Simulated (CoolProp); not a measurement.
Vapour-liquid equilibrium of C2F6 (R116) (1) + R134a (2) at 625 kPa; x and y are mole fractions of (1).

Values from CoolProp's multi-fluid Helmholtz-energy mixture model, Lemmon 2006 and Tillner-Roth 1994; pair parameters Bell 2016.

Q: Give the bubble temperature and the first vapour's composition at x = 0.05, 0.2, 0.95. Is there an azeotrope?

A: x = 0.05: 8.5 °C, y = 0.362; x = 0.2: -16.9 °C, y = 0.765; x = 0.95: -35.1 °C, y = 0.974. No azeotrope shows between x = 0.05 and 0.95.

Pair parameters are fitted to limited data, so mixtures are less certain than the pure fluids. With so large a gap from Raoult's law the liquid may split in two, which this calculation doesn't test in full.
